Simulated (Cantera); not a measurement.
## Reactions in the system N-O-V

Source: NASA polynomial tables (part measured, part estimated), evaluated in Cantera. Values are per mole of reaction as written; species without (g) are pure solids or liquids, kept so even where they would boil at 1 bar. VN: taken at fixed stoichiometry.

V2O5 + 6 N2(g) ⇌ 2 VN + 5 N2O(g)

```
T (K)  ΔH° (kJ)  ΔS° (J/K)  ΔG° (kJ)  log10 K  condensed phases
-----  --------  ---------  --------  -------  ----------------
300      1524.2     -105.9    1556.0  -270.92    V2O5(s), VN(s)
1248     1452.2     -192.2    1692.0   -70.82    V2O5(l), VN(s)
1298     1452.5     -191.9    1701.6   -68.48    V2O5(l), VN(s)
1348     1452.9     -191.6    1711.2   -66.31    V2O5(l), VN(s)
1398     1453.4     -191.2    1720.8   -64.29    V2O5(l), VN(s)
1448     1454.0     -190.8    1730.3   -62.42    V2O5(l), VN(s)
1498     1454.6     -190.4    1739.8   -60.67    V2O5(l), VN(s)
1548     1455.4     -189.9    1749.4   -59.03    V2O5(l), VN(s)
1598     1456.2     -189.4    1758.8   -57.49    V2O5(l), VN(s)
1648     1457.0     -188.9    1768.3   -56.05    V2O5(l), VN(s)
1698     1458.0     -188.3    1777.7   -54.69    V2O5(l), VN(s)
```
